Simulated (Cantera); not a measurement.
Input (Python, Cantera) and output of one run.

```python
import numpy as np
import cantera as ct

gas_names = """
    B BH BH2 BH3 BN B2 H H2 N NH NH2 NH3 N2 N2H2 N2H4
""".split()
cond_names = """
    B(b) B(L) BN(s)
""".split()


# ... load() reads the species with a 1 bar reference pressure and builds the phases ...
atoms = {
    'B2H6': {'B': 2, 'H': 6},
    'H2': {'H': 2},
    'NH3': {'N': 1, 'H': 3},
}
top_T = {'BN(s)': 3200}  # K; cautious upper limits of use, not melting points


# ... equilibrate(T, P, feed) seeds the gas with the atoms and calls Mixture.equilibrate('TP', solver="vcs", rtol=1e-11, max_steps=5000) ...
results = []
feed = {'B2H6': 1, 'H2': 69, 'NH3': 5.5}  # mol
P = 1333.22  # Pa
for T in [875, 1075, 1275, 1475, 1675, 1875, 2075, 2275]:
    mix = equilibrate(T, P, feed)
    results.append((T, P, feed, dict(zip(mix.species_names, mix.species_moles))))
    x = sorted(zip(gas.X, gas.species_names), reverse=True)
    print(f"T = {T:g} K  P = {P:g} Pa  gas = {mix.phase_moles(0):.4g} mol")
    print("   x: " + "  ".join(f"{s} {v:.3e}" for v, s in x if v > 0.001))
    print("   condensed (mol): " + ("  ".join(f"{mix.phase(i).name} {mix.phase_moles(i):.4g}"
          for i in range(1, mix.n_phases) if mix.phase_moles(i) > 1e-12) or "none"))
```

It prints:

```
T = 875 K  P = 1333.22 Pa  gas = 82 mol
   x: H2 9.787e-01  N2 2.134e-02
   condensed (mol): BN(s) 2
T = 1075 K  P = 1333.22 Pa  gas = 82 mol
   x: H2 9.787e-01  N2 2.134e-02
   condensed (mol): BN(s) 2
T = 1275 K  P = 1333.22 Pa  gas = 82 mol
   x: H2 9.787e-01  N2 2.134e-02
   condensed (mol): BN(s) 2
T = 1475 K  P = 1333.22 Pa  gas = 82 mol
   x: H2 9.785e-01  N2 2.134e-02
   condensed (mol): BN(s) 2
T = 1675 K  P = 1333.22 Pa  gas = 82.04 mol
   x: H2 9.777e-01  N2 2.133e-02
   condensed (mol): BN(s) 2
T = 1875 K  P = 1333.22 Pa  gas = 82.23 mol
   x: H2 9.730e-01  N2 2.131e-02  H 5.600e-03
   condensed (mol): BN(s) 1.996
T = 2075 K  P = 1333.22 Pa  gas = 83.35 mol
   x: H2 9.508e-01  N2 2.596e-02  H 2.249e-02
   condensed (mol): B(b) 0.7681  BN(s) 1.172
T = 2275 K  P = 1333.22 Pa  gas = 86.04 mol
   x: H2 8.961e-01  H 6.960e-02  N2 3.196e-02  BH2 1.672e-03
   condensed (mol): B(b) 1.802
```

Method: chemical equilibrium by Gibbs-energy minimisation in Cantera with the NASA 1993 tables (ideal gas, pure condensed phases). The feed counts by its element totals alone. Mutual solubility and eutectic melting of coexisting phases are not modelled. The tables' values for BH2 are old estimates; treat these amounts as uncertain.
